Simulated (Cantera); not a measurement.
An isothermal, constant-pressure homogeneous reactor starts with H₂ : O₂ : N₂ = 0.36 : 1 : 0.86 (molar parts), equivalence ratio 0.18, at 850 K and 100.0 Torr.

Model: the H2/O2 subset of GRI-Mech 3.0, which has no nitrogen chemistry, integrated in Cantera. Radical loss at walls, strong at low pressure, is not modelled. Below about 950 K walls govern HO2 and H2O2 in real vessels. The temperature is held fixed by assumption; the heat of reaction is taken as removed at once.

Predict: x(H₂) at 5.00 s; x(O₂) at 5.00 s; x(H) at 5.00 s; x(OH) at 5.00 s; x(H₂O) at 5.00 s.


```json
{
 "x(H₂) at 5.00 s": "0.0200 (gas-phase equilibrium <1e-12)",
 "x(O₂) at 5.00 s": "0.408 (gas-phase equilibrium 0.402)",
 "x(H) at 5.00 s": "8.37e-8 (gas-phase equilibrium <1e-12)",
 "x(OH) at 5.00 s": "9.27e-8 (gas-phase equilibrium 9.50e-9)",
 "x(H₂O) at 5.00 s": "0.154 (gas-phase equilibrium 0.176)"
}
```
